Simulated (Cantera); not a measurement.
Cantera run:

```python
import numpy as np
import cantera as ct

gas_names = [...]  # 110 gases of nasa_gas.yaml made of C, H, N
cond_names = """
    C(gr) C6H6(L) C7H8(L) C8H18(L),n-octa
""".split()


# ... load() reads the species with a 1 bar reference pressure and builds the phases ...
atoms = {
    'CH4': {'C': 1, 'H': 4},
    'H2': {'H': 2},
    'N2': {'N': 2},
}
top_T = {'C(gr)': 4500}  # K; cautious upper limits of use, not melting points


# ... equilibrate(T, P, feed) seeds the gas with the atoms and calls Mixture.equilibrate('TP', solver="vcs", rtol=1e-11, max_steps=5000) ...
results = []
feed = {'CH4': 1, 'H2': 25, 'N2': 0.41}  # mol
P = 8300  # Pa
for T in [3000, 3500, 4000, 4500, 5000]:
    mix = equilibrate(T, P, feed)
    results.append((T, P, feed, dict(zip(mix.species_names, mix.species_moles))))

top = {s: max(r[3][s] / sum(r[3][g] for g in gas_names) for r in results) for s in gas_names}
cols = sorted((s for s in top if top[s] > 1e-05), key=lambda s: -top[s])[:7]
seen = [c for c in cond_names if any(r[3].get(c, 0) > 1e-12 for r in results)]
print("log10 of partial pressures in bar; condensed amounts in mol")
print(f"{'T/K':>10s}" + "".join(f"{s[:9]:>10s}" for s in cols + seen))
for T, P, feed, n in results:
    ng = sum(n[g] for g in gas_names)
    print(f"{T:10.4g}" + "".join(f"{np.log10(max(n[s] / ng * P / 1e5, 1e-99)):10.3f}" for s in cols)
          + "".join(f"{n.get(c, 0):10.4g}" for c in seen))
```

Result:

```
log10 of partial pressures in bar; condensed amounts in mol
       T/K         H        H2         C C2H2,acet        N2         N       HCN
      3000    -1.467    -1.331    -4.608    -3.162    -3.190    -6.451    -3.272
      3500    -1.168    -1.878    -3.324    -4.140    -3.271    -5.290    -3.751
      4000    -1.105    -2.615    -2.895    -6.263    -3.264    -4.383    -4.773
      4500    -1.095    -3.268    -2.842    -8.551    -3.308    -3.700    -5.910
      5000    -1.094    -3.806    -2.833   -10.458    -3.507    -3.233    -6.942
```

Equilibrium computed with Cantera from the NASA thermochemical tables; the gas is ideal and each condensed phase is pure.
